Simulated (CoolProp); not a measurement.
Vapour-liquid equilibrium of propylene (1) + benzene (2) at 46.95 °C; x and y are mole fractions of (1).

The numbers come from the multi-fluid Helmholtz-energy mixture model, Lemmon 2013 and Thol 2012; pair parameters Bell 2016 in CoolProp.

```tsv
x	bubble pressure, mixture model (bar)	bubble pressure, Raoult's law (bar)	y, mixture model	y, Raoult's law
0.05	…	1.267	…	0.759
0.2	…	4.104	0.940	0.937
0.35	8.145	6.940	…	0.970
0.5	…	9.777	0.974	0.984
0.65	12.83	12.61	0.981	0.991
0.8	…	15.45	…	0.996
0.95	18.00	18.29	0.996	0.999
```

Question: What belongs in the gaps?

Answer: 
- 0.05, bubble pressure, mixture model (bar): 1.674
- 0.05, y, mixture model: 0.808
- 0.2, bubble pressure, mixture model (bar): 5.233
- 0.35, y, mixture model: 0.963
- 0.5, bubble pressure, mixture model (bar): 10.60
- 0.8, bubble pressure, mixture model (bar): 15.14
- 0.8, y, mixture model: 0.988

The largest gap from Raoult's law is +32.1 % in bubble pressure, at x = 0.05. No azeotrope shows between x = 0.05 and 0.95.

The pair parameters rest on a limited set of measurements; away from them the model extrapolates. The gap from Raoult's law changes sign with composition, which may be real or a fault of the pair parameters; it wasn't checked against measurements.
